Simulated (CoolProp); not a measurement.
CH3F (R41) along the isotherm 65.65 °C: density (kg/m³) from the reference equation and from simpler models built on Tc = 44.1 °C, pc = 59.06 bar, ω = 0.200; each cubic takes its own stable root.

Computed with CoolProp (reference Helmholtz-energy equation of state, Lemmon 2006). It is a short technical equation, of lower accuracy than the large ones.

| p (bar) | phase | reference |
|---|---|---|
| 0.28 | gas | 0.3388 |
| 0.423 | gas | 0.5122 |
| 0.638 | gas | 0.7735 |
| 0.962 | gas | 1.168 |
| 1.45 | gas | 1.766 |
| 2.19 | gas | 2.678 |
| 3.3 | gas | 4.059 |
| 4.98 | gas | 6.184 |
| 7.52 | gas | 9.474 |
| 11.3 | gas | 14.56 |
| 17.1 | gas | 22.84 |
| 25.8 | gas | 36.56 |
| 38.9 | gas | 61.17 |
| 58.7 | gas | 114.2 |
| 88.6 | supercritical | 316.1 |

**Question.** How far does each simpler model (van der Waals, Redlich-Kwong) lie from the reference over these 15 states: mean and median of the absolute difference, and the worst?

**Answer.** 
- van der Waals: mean 2.1 %, median 0.5 %, worst -14.3 % at 65.65 °C and 88.6 bar
- Redlich-Kwong: mean 1.6 %, median 0.3 %, worst -13.2 % at 65.65 °C and 88.6 bar
